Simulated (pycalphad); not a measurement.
Source of the numbers: pycalphad with the COST 507 light-alloy database (1999); pressure 1 atm. The database dates from 1999; later assessments differ in places, in temperatures and in the compounds included. Diffusion is slow at the low end, where real alloys seldom reach equilibrium.

### Question
How does the equilibrium phase assembly of Al-0.41Si-4.21C (at.%) change on cooling from 1577 °C to 257 °C?

### Answer
| T (°C) | phases above | phases below |
|---|---|---|
| 657.5 | AL4C3 + LIQUID | AL4C3 + FCC_A1 + LIQUID |
| 654.6 | AL4C3 + FCC_A1 + LIQUID | AL4C3 + AL8SIC7 + FCC_A1 |
Changes were sought between steps of 40 K, so a narrower field can be missed. At the top of the range, 1577 °C, the alloy is not yet fully liquid: it holds LIQUID + AL4C3.

Database names, with the compositions (at.%) that they take in these runs: AL4C3: Al 57 C 43; AL8SIC7: Al 50 C 44 Si 6. FCC_A1 is fcc.
